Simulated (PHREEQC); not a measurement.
Make-up at 25 °C: 0.0027 mol H3BO3, 3.1e-05 mol Na2CO3 and 0.00014 mol LiCl per kg of water. Closed to the air; pH follows from the charge balance.

Computed with PHREEQC (Pitzer model, pitzer.dat).

| quantity | before | after |
|---|---|---|
| pH | 7.33 | 7.33 |
| ionic strength (mol/kgw) | 0.000202 | 9.01e-5 |

Task: What was changed between the two runs?
A) LiCl from 0.00014 to 2.8e-05 mol/kgw
B) temperature from 25 to 70 °C
C) LiCl replaced by MgCl2 at the same molality
D) LiCl left out

Result: A, LiCl from 0.00014 to 2.8e-05 mol/kgw

This is a speciation only: nothing precipitates in the calculation.
